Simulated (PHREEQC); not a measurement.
1 kg of water holding 0.36 mol MgCl2 and 0.028 mol CaCl2 is evaporated at 15 °C; the solids stay in contact with the brine. CO2 from the air is kept out. Solids allowed: Bischofite, Brucite, Portlandite, MgCl2_4H2O. Others were left out.

The series has 16 steps of water left (kg), from 1 to 0.03071.

Equilibrium calculation in PHREEQC: Pitzer model, pitzer.dat.

Q: Which solids form, in which order, and at which step of the series does each first stand?

A: Bischofite from water left = 0.06059 kg.

Complexes and solids missing from the database can't appear.
